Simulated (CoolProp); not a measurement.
Vapour-liquid equilibrium of R22 (1) + R142b (2) at 47.95 °C; x and y are mole fractions of (1).

Model: multi-fluid Helmholtz-energy mixture model, Kamei 1995 and Lemmon 2006; pair parameters Bell 2016, in CoolProp.

| x | bubble pressure (kPa) | y at the bubble point | dew pressure at overall composition x (kPa) | liquid density (mol/L) |
|---|---|---|---|---|
| 0.05 | 699.3 | 0.109 | 670.2 | 10.55 |
| 0.15 | 802.5 | 0.286 | ? | 10.76 |
| 0.25 | 906.2 | 0.427 | 779.4 | 10.97 |
| 0.35 | 1013 | 0.543 | 846.9 | ? |
| 0.45 | 1123 | ? | 925.9 | 11.42 |
| 0.55 | 1240 | 0.728 | 1020 | 11.65 |
| 0.65 | 1363 | 0.803 | 1133 | 11.88 |
| 0.75 | ? | 0.869 | 1274 | ? |
| 0.85 | 1632 | ? | 1454 | ? |
| 0.95 | 1778 | 0.977 | 1696 | 12.53 |

Task: Some entries are withheld; supply them.

Result: 
- 0.15, dew pressure at overall composition x (kPa): 721.0
- 0.35, liquid density (mol/L): 11.19
- 0.45, y at the bubble point: 0.642
- 0.75, bubble pressure (kPa): 1494
- 0.75, liquid density (mol/L): 12.10
- 0.85, y at the bubble point: 0.927
- 0.85, liquid density (mol/L): 12.33

No azeotrope shows between x = 0.05 and 0.95.

The pair parameters rest on a limited set of measurements; away from them the model extrapolates.
